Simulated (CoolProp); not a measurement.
Saturation properties of n-perfluorobutane.

Computed with CoolProp (reference Helmholtz-energy equation of state, Gao 2022).

```
T (K)  p (kPa)  liquid density (kg/m³)  vapour density (kg/m³)  liquid cp (kJ/(kg K))
-----  -------  ----------------------  ----------------------  ---------------------
242.4    26.91                    1696                   3.235                  1.069
245.1    30.99                    1687                   3.692                  1.072
247.8    35.55                    1677                   4.199                  1.075
250.5    40.64                    1668                   4.758                  1.078
253.2    46.28                    1659                   5.376                  1.082
255.9    52.53                    1649                   6.054                  1.085
258.6    59.44                    1640                   6.798                  1.088
261.4    67.33                    1630                   7.643                  1.092
264.1    75.70                    1621                   8.534                  1.095
266.8    84.87                    1611                   9.505                  1.099
269.5    94.88                    1602                   10.56                  1.102
272.2    105.8                    1592                   11.70                  1.106
```

It boils at 271.1 K under 1 atm.
